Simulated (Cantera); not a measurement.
Input (Python, Cantera) and output of one run.

```python
import numpy as np
import cantera as ct

gas_names = """
    H2O2 H2
""".split()
cond_names = """
    Ta(cr) Ta(L) Ta2O5(s) Ta2O5(L)
""".split()


# ... load() reads the species with a 1 bar reference pressure and builds the phases ...
species = {s.name: s for s in load("nasa_gas.yaml", gas_names) + load("nasa_condensed.yaml", cond_names)}
# Each term lists the table entries of one substance; the one whose range holds T is used.
reactions = {
    '4 Ta + 5 H2O2(g) = 5 H2(g) + 2 Ta2O5':
        [(-4, ['Ta(cr)', 'Ta(L)']), (-5, ['H2O2']), (5, ['H2']), (2, ['Ta2O5(s)', 'Ta2O5(L)'])],
}


def pick(names, T):
    return next(species[n] for n in names if species[n].thermo.min_temp <= T <= species[n].thermo.max_temp)


results = []
for label, terms in reactions.items():
    print(label)
    print("     T/K   dH/kJ  dS/(J/K)   dG/kJ   log10 K")
    for T in [300, 1573, 1598, 1623, 1648, 1673, 1698, 1723]:
        used = [(nu, pick(names, T)) for nu, names in terms]
        dH = sum(nu * s.thermo.h(T) for nu, s in used) / 1e6
        dS = sum(nu * s.thermo.s(T) for nu, s in used) / 1e3
        dG = dH - T * dS / 1e3
        logK = -dG * 1e6 / (ct.gas_constant * T * np.log(10))
        results.append((label, T, dH, dS, dG, logK, [s.name for _, s in used]))
        print(f"{T:8g} {dH:8.1f} {dS:8.1f} {dG:8.1f} {logK:8.2f}")
```

Result:

```
4 Ta + 5 H2O2(g) = 5 H2(g) + 2 Ta2O5
     T/K   dH/kJ  dS/(J/K)   dG/kJ   log10 K
     300  -3410.3   -398.1  -3290.8   572.97
    1573  -3291.1   -237.4  -2917.7    96.89
    1598  -3289.1   -236.1  -2911.8    95.18
    1623  -3287.1   -234.9  -2905.9    93.52
    1648  -3285.1   -233.7  -2900.0    91.92
    1673  -3283.2   -232.5  -2894.2    90.36
    1698  -3281.2   -231.3  -2888.4    88.85
    1723  -3279.2   -230.2  -2882.7    87.39
```

Source: NASA polynomial tables (part measured, part estimated), evaluated in Cantera. Condensed species are held in their standard states even where they would react or evaporate.
